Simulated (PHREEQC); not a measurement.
**Brine (model solution)**

Consider water at 25 °C with 1.4 mol/kgw MgCl2 and 1.3 mol/kgw BaCl2. Closed to the air; pH follows from the charge balance.

Model: Pitzer model, pitzer.dat, run in PHREEQC.

Precipitation was switched off in this run.

Question: What activity of water does the model give?

Answer: activity of water 0.842.

Complexes and solids missing from the database can't appear.
